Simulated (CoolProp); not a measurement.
Aqueous magnesium chloride as a coolant, 20 % by mass, freezing at -28.7 °C, 1 atm.

Model: Melinder's fits for secondary coolants, in CoolProp.

```
T (°C)  Prandtl number  density (kg/m³)  conductivity (W/(m K))  viscosity (mPa s)
------  --------------  ---------------  ----------------------  -----------------
-26.3             85.1             1188                   0.472               13.5
-21.1             68.0             1187                   0.480               10.9
-16               55.0             1187                   0.488               8.91
-10.9             44.7             1186                   0.496               7.34
-5.8              36.6             1184                   0.504               6.08
-0.6              30.1             1183                   0.513               5.06
4.5               25.0             1181                   0.522               4.25
9.6               20.9             1179                   0.530               3.59
14.7              17.5             1177                   0.539               3.05
19.8              14.8             1175                   0.548               2.61
25                12.6             1173                   0.556               2.24
30.1              10.7             1171                   0.565               1.93
```
